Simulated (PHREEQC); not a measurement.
1.3 g of hydrous ferric oxide (600 m²/g; 0.2 weak and 0.005 strong sites per Fe, Dzombak-Morel constants, diffuse double layer) in 1 kg of water with 0.05 mol/kgw of an inert sodium salt, at 25 °C; the pH is set by adding NaOH or the inert anion's acid. Oxygen alone is held at its pressure in air (log pO2 = -0.68). CO2 from the air is kept out. No solid was allowed to form.

Base run: PHREEQC, ion-association model, wateq4f.dat. Each further column changes one thing. The table gives surface charge σ (C/m²).

| pH | base | background salt from 0.05 to 0.005 mol/kgw | oxide from 1.3 to 6.5 g/kgw | 0.0045 mol/kgw CaCl2 added |
|---|---|---|---|---|
| 4 | 0.295 | 0.189 | 0.299 | 0.305 |
| 5 | 0.181 | 0.092 | 0.184 | 0.193 |
| 5.5 | 0.130 | 0.061 | 0.132 | 0.140 |
| 6 | 0.089 | 0.038 | 0.090 | 0.097 |
| 7 | 0.034 | 0.013 | 0.034 | 0.040 |
| 8 | 0.003 | 0.001 | 0.003 | 0.011 |
| 8.5 | -0.010 | -0.004 | -0.010 | 0.007 |
| 9 | -0.026 | -0.009 | -0.026 | 0.005 |
| 10 | -0.074 | -0.031 | -0.075 | 0.004 |
